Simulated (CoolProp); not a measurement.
Saturation properties of vinyl chloride.

Values from CoolProp's reference Helmholtz-energy equation of state, Thol 2022.

| T (°C) | p (MPa) | liquid density (kg/m³) | vapour density (kg/m³) | enthalpy of vaporisation (kJ/kg) |
|---|---|---|---|---|
| -29.65 | 0.05050 | 997.8 | 1.587 | 367.9 |
| -25.15 | 0.06227 | 990.0 | 1.927 | 364.3 |
| -20.55 | 0.07644 | 981.9 | 2.330 | 360.7 |
| -15.95 | 0.09304 | 973.8 | 2.796 | 357.0 |
| -11.45 | 0.1119 | 965.8 | 3.318 | 353.3 |
| -6.85 | 0.1341 | 957.6 | 3.925 | 349.6 |
| -2.35 | 0.1590 | 949.6 | 4.598 | 345.9 |
| 2.25 | 0.1880 | 941.3 | 5.374 | 342.0 |
| 6.85 | 0.2209 | 932.9 | 6.245 | 338.2 |
| 11.35 | 0.2571 | 924.7 | 7.199 | 334.3 |
| 15.95 | 0.2986 | 916.2 | 8.284 | 330.3 |
| 20.45 | 0.3440 | 907.8 | 9.462 | 326.3 |
| 25.05 | 0.3956 | 899.2 | 10.79 | 322.2 |
| 29.65 | 0.4527 | 890.4 | 12.27 | 318.0 |
| 34.15 | 0.5144 | 881.7 | 13.85 | 313.8 |

It boils at -13.9 °C under 1 atm.
